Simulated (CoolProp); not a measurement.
A single-stage vapour-compression cycle with the fluid: evaporating at 287.15 K (dew point), condensing at 333.15 K (bubble point), superheat 8 K, subcooling 5 K, compressor efficiency 0.6, no pressure losses. The same conditions are run with several fluids, on thermodynamics alone (safety and materials aside).

The numbers come from the reference Helmholtz-energy equation of state of each fluid (R410A: Lemmon 2003; R1132(E): Akasaka 2024; C3F8 (R218): Lemmon 2006; R1336mzz(E): Akasaka 2023; c-C4F8 (RC318): Platzer 1990; neopentane: Lemmon 2006) in CoolProp. The equations of Platzer and Polt are older, rougher fits. Blends and air are pseudo-pure fits.

```tsv
fluid	cooling COP	pressure ratio	discharge temperature (K)	refrigerating effect (kJ/kg)	volumetric capacity (kJ/m³)
R410A	[?]	3.15	375.6	139	6210
R1132(E)	2.63	[?]	[?]	159	6170
C3F8 (R218)	2.11	3.19	337.6	[?]	[?]
R1336mzz(E)	3.00	4.42	344.6	105	959
c-C4F8 (RC318)	2.76	3.88	334.6	68.6	1300
neopentane	3.09	3.88	342.2	228	836
```

Problem. Some entries are withheld; supply them.

Solution. 
- R410A, cooling COP: 2.57
- R1132(E), pressure ratio: 3.04
- R1132(E), discharge temperature (K): 374.0
- C3F8 (R218), refrigerating effect (kJ/kg): 39.7
- C3F8 (R218), volumetric capacity (kJ/m³): 2320
